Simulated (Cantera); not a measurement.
An isothermal, constant-pressure homogeneous reactor starts with 2.07 % CH₄, 4.04 % O₂, 93.9 % N₂, equivalence ratio 1.0, at 1150 K and 4.93 atm.

Cantera simulation using GRI-Mech 3.0 (53 species, 325 reactions); the numbers are that mechanism's predictions, not measurements. The temperature is held fixed by assumption; the heat of reaction is taken as removed at once.

x: mole fraction; the columns are a selection and need not sum to one.

```json
[
 {"t (s)": "2.00e-6", "x CH₄": "0.0207", "x O₂": "0.0404", "x C₂H₄": "<1e-12", "x CH₂O": "<1e-12", "x NO": "<1e-12", "x C₂H₂": "<1e-12"},
 {"t (s)": "8.76e-6", "x CH₄": "0.0207", "x O₂": "0.0404", "x C₂H₄": "<1e-12", "x CH₂O": "2.23e-12", "x NO": "<1e-12", "x C₂H₂": "<1e-12"},
 {"t (s)": "3.84e-5", "x CH₄": "0.0207", "x O₂": "0.0404", "x C₂H₄": "<1e-12", "x CH₂O": "4.37e-11", "x NO": "<1e-12", "x C₂H₂": "<1e-12"},
 {"t (s)": "0.000168", "x CH₄": "0.0207", "x O₂": "0.0404", "x C₂H₄": "<1e-12", "x CH₂O": "8.90e-10", "x NO": "<1e-12", "x C₂H₂": "<1e-12"},
 {"t (s)": "0.000737", "x CH₄": "0.0207", "x O₂": "0.0404", "x C₂H₄": "9.40e-12", "x CH₂O": "2.26e-8", "x NO": "<1e-12", "x C₂H₂": "<1e-12"},
 {"t (s)": "0.00323", "x CH₄": "0.0207", "x O₂": "0.0404", "x C₂H₄": "2.30e-9", "x CH₂O": "7.97e-7", "x NO": "<1e-12", "x C₂H₂": "<1e-12"},
 {"t (s)": "0.0141", "x CH₄": "0.0206", "x O₂": "0.0404", "x C₂H₄": "6.50e-8", "x CH₂O": "9.14e-6", "x NO": "<1e-12", "x C₂H₂": "4.91e-12"},
 {"t (s)": "0.0620", "x CH₄": "0.0204", "x O₂": "0.0402", "x C₂H₄": "2.74e-6", "x CH₂O": "8.43e-5", "x NO": "<1e-12", "x C₂H₂": "1.27e-9"},
 {"t (s)": "0.271", "x CH₄": "1.14e-10", "x O₂": "8.74e-6", "x C₂H₄": "<1e-12", "x CH₂O": "9.21e-12", "x NO": "2.49e-8", "x C₂H₂": "<1e-12"},
 {"t (s)": "1.19", "x CH₄": "7.99e-11", "x O₂": "1.21e-7", "x C₂H₄": "<1e-12", "x CH₂O": "2.50e-12", "x NO": "2.45e-8", "x C₂H₂": "<1e-12"},
 {"t (s)": "5.21", "x CH₄": "7.82e-11", "x O₂": "1.15e-8", "x C₂H₄": "<1e-12", "x CH₂O": "2.18e-12", "x NO": "…", "x C₂H₂": "<1e-12"},
 {"t (s)": "22.8", "x CH₄": "7.79e-11", "x O₂": "1.66e-9", "x C₂H₄": "<1e-12", "x CH₂O": "2.11e-12", "x NO": "…", "x C₂H₂": "<1e-12"},
 {"t (s)": "100", "x CH₄": "7.78e-11", "x O₂": "1.54e-10", "x C₂H₄": "<1e-12", "x CH₂O": "2.08e-12", "x NO": "…", "x C₂H₂": "<1e-12"}
]
```

Problem. What belongs in the gaps?

Solution. 
- 5.21, x NO: 2.10e-8
- 22.8, x NO: 1.78e-8
- 100, x NO: 1.44e-8
